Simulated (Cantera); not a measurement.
Feed: 1 mol Si₃N₄, 0.0074 mol Si, 1.8 mol H₂, equilibrated at 440000 Pa.

Cantera equilibrium calculation (NASA polynomials, part measured and part estimated; ideal gas, pure solids and liquids). Candidate condensed phases: Si, Si₃N₄; 18 gas species. Mutual solubility and eutectic melting of coexisting phases are not modelled. Gases not in the tables: Si₂H₆ and higher silanes. The numbers say what is thermodynamically allowed, not how fast it happens.

Problem. At 1998 K, list the 6 most abundant gas species with their mole fractions, and the condensed phases.

Solution. H₂ 0.963, N₂ 0.0364, H 0.000750, SiH₂ 0.000101, NH₃ 1.60e-5, SiH 1.36e-5. Condensed: Si(l) + Si₃N₄(s).
